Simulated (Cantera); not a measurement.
Charge: 1 mol Si, 1.2 mol HF, 4.1 mol H2, 2.8 mol HCl, at 573.15 K and 0.460 bar.

Method: chemical equilibrium by Gibbs-energy minimisation in Cantera with the NASA 1993 tables (ideal gas, pure condensed phases). Candidate condensed phases: Si; 37 gas species. Kinetics and transport are ignored.

Base state: H2 0.858, SiCl4 0.0975, SiF4 0.0422, HCl 0.00113, SiHCl3 0.00105, SiHF3 7.32e-5 (mole fractions); condensed: gas only.

### Question
What changes in the equilibrium state with this change: temperature from 573.15 K to 825 K?

### Answer
```json
[
 {"species": "H2", "before": "0.858", "after": "0.849"},
 {"species": "SiCl4", "before": "0.0975", "after": "0.0892"},
 {"species": "SiF4", "before": "0.0422", "after": "0.0413"},
 {"species": "HCl", "before": "0.00113", "after": "0.0104"},
 {"species": "SiCl3", "before": "1.94e-9", "after": "1.62e-5"},
 {"species": "SiH2F2", "before": "9.53e-8", "after": "2.10e-5"},
 {"species": "SiH2Cl2", "before": "5.20e-7", "after": "7.64e-5"},
 {"species": "SiHF3", "before": "7.32e-5", "after": "0.00122"}
]
```
The tables' values for SiCl3 are old estimates; treat these amounts as uncertain.

### Question
What changes in the equilibrium state with this change: temperature from 573.15 K to 673 K?

### Answer
| species | before | after |
|---|---|---|
| H2 | 0.858 | 0.856 |
| SiCl4 | 0.0975 | 0.0954 |
| SiF4 | 0.0422 | 0.0420 |
| HCl | 0.00113 | 0.00337 |
| SiHF3 | 7.32e-5 | 0.000291 |
| SiHCl3 | 0.00105 | 0.00306 |
